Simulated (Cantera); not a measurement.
Feed: 1 mol Cu, 1.3 mol F₂, 8.3 mol N₂, held at 775 K and 133 Pa.

Equilibrium computed with Cantera from the NASA thermochemical tables; the gas is ideal and each condensed phase is pure. Candidate condensed phases: Cu, CuF₂; 11 gas species. Kinetics and transport are ignored.

Base state: N₂ 0.954, F 0.0231, F₂ 0.0227, NF₃ 0.000170 (mole fractions); condensed: CuF₂(s).

Question: What changes in the equilibrium state with this change: temperature from 775 K to 598.15 K?

Answer: 
```tsv
species	before	after
N₂	0.954	0.973
NF₃	0.000170	0.0176
F₂	0.0227	0.00892
F	0.0231	0.000346
CuF₂(s), mol	1.000	1.00
```

Question: What changes in the equilibrium state with this change: temperature from 775 K to 1248.15 K?

Answer: 
```tsv
species	before	after
N₂	0.954	0.838
CuF₂	1.15e-6	0.101
F	0.0231	0.0606
F₂	0.0227	9.75e-6
NF₃	0.000170	<1e-9
CuF	<1e-9	2.95e-5
CuF₂(s), mol	1.000	0
```
